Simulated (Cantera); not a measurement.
A closed system holds: 1 mol C₃H₆, 0.039 mol NH₃, 3.2 mol N₂, held at 1.00 bar.

Method: chemical equilibrium by Gibbs-energy minimisation in Cantera with the NASA 1993 tables (ideal gas, pure condensed phases). Candidate condensed phases: C, C₆H₆, C₇H₈, C₈H₁₈; 92 gas species. The numbers say what is thermodynamically allowed, not how fast it happens.

x: gas mole fraction; n: condensed amount in mol.

```csv
T (K),x N₂,x H₂,x CH₄,x NH₃,x HCN,x C₂H₆,x C₂H₄,n C(graphite)
600,0.659,0.0550,0.285,0.000436,2.15e-11,8.69e-7,6.48e-11,1.61
650,0.644,0.0992,0.256,0.000470,2.27e-10,1.14e-6,4.14e-10,1.72
700,0.624,0.159,0.216,0.000471,1.67e-9,1.28e-6,1.88e-9,1.88
750,0.600,0.230,0.169,0.000437,9.11e-9,1.22e-6,6.35e-9,2.09
800,0.576,0.302,0.122,0.000376,3.91e-8,9.93e-7,1.64e-8,2.32
850,0.555,(withheld),(withheld),(withheld),(withheld),(withheld),(withheld),2.52
900,0.539,0.408,0.0520,0.000232,4.10e-7,4.42e-7,5.87e-8,2.69
950,0.529,0.438,(withheld),(withheld),(withheld),(withheld),(withheld),2.80
1000,0.523,0.457,0.0199,0.000130,2.54e-6,1.53e-7,1.23e-7,2.88
1050,0.519,0.468,0.0125,9.79e-5,5.48e-6,9.02e-8,1.61e-7,2.92
```

Q: Complete the blanks.

A: 
- 950, x CH₄: 0.0322
- 950, x NH₃: 0.000174
- 950, x HCN: 1.08e-6
- 950, x C₂H₆: 2.63e-7
- 950, x C₂H₄: 8.91e-8
- 850, x H₂: 0.363
- 850, x CH₄: 0.0819
- 850, x NH₃: 0.000302
- 850, x HCN: 1.37e-7
- 850, x C₂H₆: 6.99e-7
- 850, x C₂H₄: 3.40e-8
